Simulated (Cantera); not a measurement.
## Equilibrium for abatement and gas-phase synthesis: PH3 + H2O + H2

Charge: 1 mol PH3, 0.66 mol H2O, 0.12 mol H2, equilibrated at 1.00 bar.

Cantera equilibrium calculation (NASA polynomials, part measured and part estimated; ideal gas, pure solids and liquids). Candidate condensed phases: H2O, P, P4O10; 17 gas species. Gases not in the tables: HPO2, HPO3 and P4O6. Rates play no part.

From 1423 K to 2823 K nothing is condensed.

| T (K) | x H2 | x H2O | x P2 | x PO | x H | x P4 | x PO2 |
|---|---|---|---|---|---|---|---|
| 1423 | 0.609 | 0.240 | 0.110 | 0.00174 | 5.18e-6 | 0.0369 | 0.00217 |
| 1623 | 0.605 | 0.214 | 0.157 | 0.00883 | 5.38e-5 | 0.00757 | 0.00701 |
| 1823 | 0.622 | 0.184 | 0.155 | 0.0247 | 0.000342 | 0.00127 | 0.0125 |
| 2023 | 0.643 | 0.149 | 0.141 | 0.0490 | 0.00152 | 0.000253 | 0.0158 |
| 2223 | 0.661 | 0.116 | 0.123 | 0.0776 | 0.00521 | 6.15e-5 | 0.0160 |
| 2423 | 0.669 | 0.0875 | 0.107 | 0.105 | 0.0145 | 1.77e-5 | 0.0141 |
| 2623 | 0.664 | 0.0646 | 0.0911 | 0.128 | 0.0343 | 5.78e-6 | 0.0114 |
| 2823 | 0.640 | 0.0468 | 0.0768 | 0.144 | 0.0709 | 2.07e-6 | 0.00869 |
x: gas mole fraction; nothing condenses.
